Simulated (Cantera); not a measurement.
**Thermodynamics of fluorocarbon and chlorocarbon gases, feed CH3Cl + CH4**

Feed: 1 mol CH3Cl, 0.074 mol CH4, held at 100 Torr.

Method: chemical equilibrium by Gibbs-energy minimisation in Cantera with the NASA 1993 tables (ideal gas, pure condensed phases). Candidate condensed phases: C, C6H6, C7H8, C8H18; 91 gas species. The tables' values for CCl are old estimates; treat these amounts as uncertain. Kinetics and transport are ignored.

```tsv
T (K)	log p H	log p H2	log p HCl	log p Cl	log p C3	log p C2H2 (acetylene)	log p C2H	log p C	log p C2	n C(graphite)
2975	-1.50	-1.32	-1.46	-1.80	-3.62	-2.56	-3.52	-4.40	-4.62	0.930
3050	-1.42	-1.37	-1.52	-1.74	-3.28	-2.52	-3.30	-4.09	-4.27	0.879
3125	-1.36	-1.43	-1.59	-1.69	-2.95	-2.48	-3.10	-3.80	-3.93	0.798
3200	-1.30	-1.50	-1.68	-1.65	-2.64	-2.47	-2.92	-3.52	-3.62	0.657
3275	-1.26	-1.58	-1.78	-1.62	-2.34	-2.47	-2.75	-3.26	-3.31	0.398
3350	-1.22	-1.68	-1.90	-1.61	-2.10	-2.52	-2.64	-3.02	-3.05	0
3425	-1.18	-1.76	-2.00	-1.60	-2.10	-2.70	-2.66	-2.86	-2.95	0
3500	-1.15	-1.85	-2.10	-1.59	-2.11	-2.90	-2.70	-2.72	-2.87	0
```
log p: log10 of the partial pressure in bar; n: condensed amount in mol.

From 2975 K to 3275 K the condensed part is C(graphite). From 3350 K to 3500 K nothing is condensed. The main C-bearing gas is C2H2 (acetylene) at 2975 K and C3 at 3500 K.
